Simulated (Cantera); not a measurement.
Input: 1 mol Ta, a varied amount of H2O, equilibrated at 1225 K and 0.100 bar.

Equilibrium computed with Cantera from the NASA thermochemical tables; the gas is ideal and each condensed phase is pure. Candidate condensed phases: H2O, Ta, Ta2O5; 12 gas species. Mutual solubility and eutectic melting of coexisting phases are not modelled. Condensed phases not in the tables: N, O or C dissolved in the metal. The numbers say what is thermodynamically allowed, not how fast it happens.

x: gas mole fraction; n: condensed amount in mol.

```json
[
 {"n(H2O) (mol)": "0.018", "x H2": "1.000", "x H2O": "6.04e-6", "x H": "9.86e-7", "x OH": "<1e-12", "n Ta(s)": "0.993", "n Ta2O5(s)": "0.00360"},
 {"n(H2O) (mol)": "0.034", "x H2": "1.000", "x H2O": "6.04e-6", "x H": "9.86e-7", "x OH": "<1e-12", "n Ta(s)": "0.986", "n Ta2O5(s)": "0.00680"},
 {"n(H2O) (mol)": "0.063", "x H2": "1.000", "x H2O": "6.04e-6", "x H": "9.86e-7", "x OH": "<1e-12", "n Ta(s)": "0.975", "n Ta2O5(s)": "0.0126"},
 {"n(H2O) (mol)": "0.12", "x H2": "1.000", "x H2O": "6.04e-6", "x H": "9.86e-7", "x OH": "<1e-12", "n Ta(s)": "0.952", "n Ta2O5(s)": "?"},
 {"n(H2O) (mol)": "0.22", "x H2": "1.000", "x H2O": "6.04e-6", "x H": "9.86e-7", "x OH": "<1e-12", "n Ta(s)": "0.912", "n Ta2O5(s)": "0.0440"},
 {"n(H2O) (mol)": "0.42", "x H2": "1.000", "x H2O": "6.04e-6", "x H": "9.86e-7", "x OH": "<1e-12", "n Ta(s)": "0.832", "n Ta2O5(s)": "0.0840"},
 {"n(H2O) (mol)": "0.8", "x H2": "1.000", "x H2O": "6.04e-6", "x H": "9.86e-7", "x OH": "<1e-12", "n Ta(s)": "0.680", "n Ta2O5(s)": "0.160"},
 {"n(H2O) (mol)": "1.5", "x H2": "1.000", "x H2O": "6.04e-6", "x H": "9.86e-7", "x OH": "<1e-12", "n Ta(s)": "0.400", "n Ta2O5(s)": "0.300"},
 {"n(H2O) (mol)": "2.8", "x H2": "0.893", "x H2O": "0.107", "x H": "9.31e-7", "x OH": "1.02e-9", "n Ta(s)": "0", "n Ta2O5(s)": "0.500"},
 {"n(H2O) (mol)": "5.3", "x H2": "0.472", "x H2O": "0.528", "x H": "6.77e-7", "x OH": "6.90e-9", "n Ta(s)": "0", "n Ta2O5(s)": "0.500"},
 {"n(H2O) (mol)": "10", "x H2": "?", "x H2O": "?", "x H": "?", "x OH": "?", "n Ta(s)": "0", "n Ta2O5(s)": "0.500"},
 {"n(H2O) (mol)": "19", "x H2": "0.132", "x H2O": "0.868", "x H": "3.57e-7", "x OH": "2.15e-8", "n Ta(s)": "0", "n Ta2O5(s)": "0.500"}
]
```

Some entries are withheld; supply them.


- 10, x H2: 0.250
- 10, x H2O: 0.750
- 10, x H: 4.93e-7
- 10, x OH: 1.35e-8
- 0.12, n Ta2O5(s): 0.0240
